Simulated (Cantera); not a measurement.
What does this Cantera script print?

```python
import numpy as np
import cantera as ct

gas = ct.Solution("gri30.yaml")
gas.TPX = 1375, 13332, {'N2O': 1, 'N2': 5.3}
reactor = ct.IdealGasConstPressureReactor(gas, energy="off", clone=False)
net = ct.ReactorNet([reactor])
net.rtol, net.atol = 1e-08, 1e-18
show = ['N2O', 'NO2', 'N2', 'O2', 'O', 'NO']
times = np.geomspace(3e-06, 40, 9)

steps = ct.SolutionArray(gas, extra=["t"])
rows = []
print(f"{'t/s':>10s}{'T/K':>9s}{'P/Pa':>11s}" + "".join(f"{s:>11s}" for s in show))
for t in times:
    while net.time < t:
        t_next = net.step()
        steps.append(gas.state, t=t_next)
    rows.append([np.interp(t, steps.t, y) for y in (steps.T, steps.P, *steps(*show).X.T)])
    print(f"{t:10.3e}{rows[-1][0]:9.1f}{rows[-1][1]:11.4g}" + "".join(f"{x:11.3e}" for x in rows[-1][2:]))
rate = np.gradient(steps.T, steps.t)
print("integrator steps:", len(steps.t))
if steps.T.max() > steps.T[0] + 200:
    print(f"time of steepest temperature rise: {steps.t[rate.argmax()]:.4e} s")
gas.TPX = 1375, 13332, {'N2O': 1, 'N2': 5.3}
gas.equilibrate("TP")
print(f"equilibrium (TP): T = {gas.T:.1f} K  " + "  ".join(f"{s} {gas[s].X[0]:.3e}" for s in show))
```

Output:

```
       t/s      T/K       P/Pa        N2O        NO2         N2         O2          O         NO
 3.000e-06   1375.0  1.333e+04  1.587e-01  1.690e-18  8.413e-01  2.590e-09  3.459e-07  1.173e-09
 2.332e-05   1375.0  1.333e+04  1.587e-01  5.637e-15  8.413e-01  1.502e-07  2.530e-06  6.800e-08
 1.813e-04   1375.0  1.333e+04  1.587e-01  1.135e-11  8.413e-01  6.779e-06  1.278e-05  3.070e-06
 1.409e-03   1375.0  1.333e+04  1.584e-01  3.314e-09  8.414e-01  1.180e-04  1.913e-05  5.342e-05
 1.095e-02   1375.0  1.333e+04  1.560e-01  1.872e-07  8.425e-01  1.014e-03  1.912e-05  4.590e-04
 8.515e-02   1375.0  1.333e+04  1.389e-01  3.228e-06  8.502e-01  7.502e-03  1.901e-05  3.388e-03
 6.620e-01   1375.0  1.333e+04  5.826e-02  1.839e-05  8.867e-01  3.805e-02  1.771e-05  1.693e-02
 5.146e+00   1375.0  1.333e+04  5.291e-04  3.196e-05  9.136e-01  6.065e-02  1.654e-06  2.520e-02
 4.000e+01   1375.0  1.333e+04  1.877e-07  4.008e-05  9.139e-01  6.090e-02  4.338e-07  2.519e-02
integrator steps: 1235
equilibrium (TP): T = 1375.0 K  N2O 1.027e-08  NO2 7.065e-07  N2 9.263e-01  O2 7.333e-02  O 4.751e-07  NO 4.045e-04
```

Computed with Cantera and GRI-Mech 3.0 (53 species, 325 reactions). GRI-Mech 3.0 was tuned for natural gas; its chemistry of N2O as a main component is partial and can be far from experiment. The mechanism lacks the step 2 NO + O2 → 2 NO2, which can matter for NO2 below about 1400 K. The temperature is held fixed by assumption; the heat of reaction is taken as removed at once.
